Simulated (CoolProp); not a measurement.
Saturation properties of nitrous oxide (Tc = 309.5 K, pc = 72.45 bar, ω = 0.161).

Computed with CoolProp (reference Helmholtz-energy equation of state, Lemmon 2006). It is a short technical equation, of lower accuracy than the large ones.

```json
[
 {"T (K)": "227", "p (bar)": "7.502", "vapour density (kg/m³)": "[?]"},
 {"T (K)": "233.2", "p (bar)": "9.404", "vapour density (kg/m³)": "24.41"},
 {"T (K)": "239.5", "p (bar)": "11.68", "vapour density (kg/m³)": "30.21"},
 {"T (K)": "245.7", "p (bar)": "14.29", "vapour density (kg/m³)": "36.98"},
 {"T (K)": "251.9", "p (bar)": "[?]", "vapour density (kg/m³)": "44.95"},
 {"T (K)": "258.1", "p (bar)": "20.77", "vapour density (kg/m³)": "54.37"},
 {"T (K)": "264.4", "p (bar)": "[?]", "vapour density (kg/m³)": "65.70"},
 {"T (K)": "270.6", "p (bar)": "29.23", "vapour density (kg/m³)": "[?]"}
]
```

Question: What belongs in the gaps?

Answer: 
- 227, vapour density (kg/m³): 19.60
- 251.9, p (bar): 17.31
- 264.4, p (bar): 24.77
- 270.6, vapour density (kg/m³): 78.97

It boils at 184.7 K under 1 atm.
